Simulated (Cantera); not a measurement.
Charge: 1 mol Si(CH3)4, 2.4 mol HCl, 3.5 mol H2, at 0.00250 bar.

These are equilibrium values from Cantera (NASA tables, ideal gas, pure condensed phases), not measurements of a reactor. Candidate condensed phases: C, C6H6, C7H8, C8H18, Si, SiC; 109 gas species. Gases not in the tables: Si2H6 and higher silanes. The numbers say what is thermodynamically allowed, not how fast it happens.

Problem. What share of the Si ends up in condensed phases as a function of T (K), at 1300, 1400, 1500, 1600, 1700, 1800, 1900, 2000, 2100, 2200, 2300?

Solution. 
```tsv
T (K)	Si condensed (%)	as
1300	99.4	SiC(s)
1400	99.1	SiC(s)
1500	98.6	SiC(s)
1600	97.9	SiC(s)
1700	96.9	SiC(s)
1800	95.8	SiC(s)
1900	94.2	SiC(s)
2000	91.6	SiC(s)
2100	84.9	SiC(s)
2200	63.4	SiC(s)
2300	0.0	-
```
